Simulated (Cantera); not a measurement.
Feed: 1 mol SiO2, 9.6 mol H2, 1.4 mol N2, equilibrated at 4.50 Torr.

Method: chemical equilibrium by Gibbs-energy minimisation in Cantera with the NASA 1993 tables (ideal gas, pure condensed phases). Candidate condensed phases: H2O, Si, SiO2, Si2N2O, Si3N4; 35 gas species. The tables hold silica as quartz up to 1696 K and as liquid above; real silica turns to tridymite and cristobalite and melts near 1996 K. The numbers say what is thermodynamically allowed, not how fast it happens.

**Question.** What share of the Si ends up in condensed phases as a function of T (K), at 1423, 1448, 1473, 1498, 1523, 1548, 1573, 1598, 1623, 1648, 1673, 1698, 1723, 1748?

**Answer.** 
```
T (K)  Si condensed (%)               as
-----  ----------------  ---------------
1423               99.8   SiO2(β-quartz)
1448               99.7   SiO2(β-quartz)
1473               99.6   SiO2(β-quartz)
1498               99.5   SiO2(β-quartz)
1523               99.2   SiO2(β-quartz)
1548               98.9   SiO2(β-quartz)
1573               98.5   SiO2(β-quartz)
1598               97.9   SiO2(β-quartz)
1623               97.2   SiO2(β-quartz)
1648               96.2   SiO2(β-quartz)
1673               94.9   SiO2(β-quartz)
1698               93.2  SiO2(condensed)
1723               91.1  SiO2(condensed)
1748               88.4  SiO2(condensed)
```
